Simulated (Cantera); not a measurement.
**Hydrogen reduction and annealing atmospheres: SiO2 + H2 + N2**

Input: 1 mol SiO2, 12 mol H2, 72 mol N2, equilibrated at 0.133 bar.

These are equilibrium values from Cantera (NASA tables, ideal gas, pure condensed phases), not measurements of a reactor. Candidate condensed phases: H2O, Si, SiO2, Si2N2O, Si3N4; 35 gas species. N2 is the only nitrogen source here; it is nearly inert below about 1500 K, so the nitride shown seldom forms there in practice. The numbers say what is thermodynamically allowed, not how fast it happens.

From 673 K to 723 K the condensed part is SiO2(α-quartz). From 748 K to 823 K the condensed part is SiO2(α-quartz) + Si2N2O(s). From 848 K to 973 K the condensed part is SiO2(β-quartz) + Si2N2O(s).

```
T (K)   x N2   x H2    x NH3    x H2O       x H  n SiO2(α-quartz)  n Si2N2O(s)  n SiO2(β-quartz)
-----  -----  -----  -------  -------  --------  ----------------  -----------  ----------------
673    0.857  0.143  8.96e-5  7.96e-7    <1e-12             1.000            0                 0
698    0.857  0.143  6.40e-5  1.07e-6    <1e-12             1.000            0                 0
723    0.857  0.143  4.68e-5  1.39e-6    <1e-12             1.000            0                 0
748    0.857  0.143  3.48e-5  1.79e-6    <1e-12             1.000      5.02e-5                 0
773    0.857  0.143  2.64e-5  2.26e-6    <1e-12             1.000      6.33e-5                 0
798    0.857  0.143  2.03e-5  2.81e-6  2.76e-12             1.000      7.86e-5                 0
823    0.857  0.143  1.59e-5  3.43e-6  7.59e-12             1.000      9.61e-5                 0
848    0.857  0.143  1.26e-5  4.14e-6  1.97e-11                 0     0.000116             1.000
873    0.857  0.143  1.01e-5  4.94e-6  4.84e-11                 0     0.000138             1.000
898    0.857  0.143  8.20e-6  5.82e-6  1.13e-10                 0     0.000163             1.000
923    0.857  0.143  6.73e-6  6.79e-6  2.53e-10                 0     0.000190             1.000
948    0.857  0.143  5.58e-6  7.85e-6  5.43e-10                 0     0.000220             1.000
973    0.857  0.143  4.66e-6  9.01e-6   1.12e-9                 0     0.000252             0.999
```
x: gas mole fraction; n: condensed amount in mol.
